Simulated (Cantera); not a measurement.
Mixture: CH4 : C2H6 : O2 : N2 = 1 : 0.28 : 3.31 : 15.9 (molar parts), at 17.0 bar, adiabatic and at constant volume. Ignition delay is the time to a rise of 400 K.

Computed with Cantera and GRI-Mech 3.0 (53 species, 325 reactions). The pressure lies above the range GRI-Mech 3.0 was tuned for (to about 10 atm).

**Question.** What does this change do: constant pressure in place of constant volume?

**Answer.** 
```tsv
quantity	before	after
delay at 1150 K	1.30 ms	1.37 ms
delay at 1350 K	84.8 µs	92.7 µs
delay at 1550 K	14.4 µs	16.3 µs
delay at 1750 K	3.98 µs	4.60 µs
apparent activation energy between 1650 and 1850 K	150 kJ/mol	140 kJ/mol
```

**Question.** What does this change do: pressure from 17.0 bar to 1.01 bar?

**Answer.** 
```json
[
 {"quantity": "delay at 1150 K", "before": "1.30 ms", "after": "6.18 ms"},
 {"quantity": "delay at 1350 K", "before": "84.8 µs", "after": "0.457 ms"},
 {"quantity": "delay at 1550 K", "before": "14.4 µs", "after": "97.4 µs"},
 {"quantity": "delay at 1750 K", "before": "3.98 µs", "after": "30.0 µs"},
 {"quantity": "apparent activation energy between 1650 and 1850 K", "before": "150 kJ/mol", "after": "130 kJ/mol"}
]
```
